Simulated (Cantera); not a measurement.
What does this Cantera script print?

```python
import numpy as np
import cantera as ct

gas_names = """
    H HI HO2 H2 H2O H2O2 I I2 O OH O2 O3
""".split()
cond_names = """
    H2O(s) H2O(L) I2(cr) I2(L)
""".split()


# ... load() reads the species with a 1 bar reference pressure and builds the phases ...
atoms = {
    'HI': {'H': 1, 'I': 1},
    'O2': {'O': 2},
}
top_T = {}  # K; cautious upper limits of use, not melting points


# ... equilibrate(T, P, feed) seeds the gas with the atoms and calls Mixture.equilibrate('TP', solver="vcs", rtol=1e-11, max_steps=5000) ...
results = []
feed = {'HI': 1, 'O2': 0.31}  # mol
T = 2173.15  # K
P = 18  # Pa
mix = equilibrate(T, P, feed)
results.append((T, P, feed, dict(zip(mix.species_names, mix.species_moles))))
print(gas.report(threshold=1e-06))
for i in range(1, mix.n_phases):
    print(f"{mix.phase(i).name:16s} {mix.phase_moles(i):12.5e} mol")
```

Result:

```
       temperature   2173.2 K
          pressure   18 Pa
           density   7.7721e-05 kg/m^3
  mean mol. weight   78.017 kg/kmol
   phase of matter   gas

                          1 kg             1 kmol
                     ---------------   ---------------
          enthalpy         1.258e+06        9.8147e+07  J
   internal energy        1.0264e+06        8.0079e+07  J
           entropy            3962.2        3.0912e+05  J/K
    Gibbs function       -7.3525e+06       -5.7362e+08  J
 heat capacity c_p             369.5             28827  J/K
 heat capacity c_v            262.92             20512  J/K

                      mass frac. Y      mole frac. X     chem. pot. / RT
                     ---------------   ---------------   ---------------
                 H         0.0010716          0.082937           -15.653
                HI         0.0011427        0.00069693           -43.494
                H2         0.0013716          0.053079           -31.307
               H2O          0.039324            0.1703           -51.618
                 I           0.91958           0.56533            -27.84
                 O         0.0080058          0.039039           -20.312
                OH         0.0077685          0.035637           -35.965
                O2           0.02173          0.052981           -40.623
     [   +4 minor]        2.6837e-06        1.0798e-06

I2(L)             0.00000e+00 mol
```

Cantera equilibrium calculation (NASA polynomials, part measured and part estimated; ideal gas, pure solids and liquids).
